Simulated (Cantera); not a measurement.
## Thermodynamics of tantalum, niobium, vanadium and zirconium in process gases, feed V + NH₃ + N₂ + N₂O

Charge: 1 mol V, 3.5 mol NH₃, 99 mol N₂, 2.1 mol N₂O, at 1850 K and 0.00290 bar.

Equilibrium computed with Cantera from the NASA thermochemical tables; the gas is ideal and each condensed phase is pure. Candidate condensed phases: H₂O, V, VN, VO, V₂O₃, V₂O₄, V₂O₅; 28 gas species. Condensed phases not in the tables: the oxides between V₂O₃ and V₂O₅ other than VO₂. The numbers say what is thermodynamically allowed, not how fast it happens.

The x(N₂) comes out as 0.950, the x(H₂) comes out as 0.0424 and the x(H₂O) comes out as 0.00505. The x(H) is 0.00206 and the x(VO₂) comes out as 0.000961. The x(VO) is 2.07e-5, the x(OH) comes out as 1.81e-5 and the x(NO) is 2.20e-6. The n(V₂O₃(s)) is 0.447 mol. The gas amount comes out as 108.3 mol, the log10 activity of V(s) (absent) comes out as -3.30 and the log10 activity of V₂O₅(l) (absent) is -7.55.
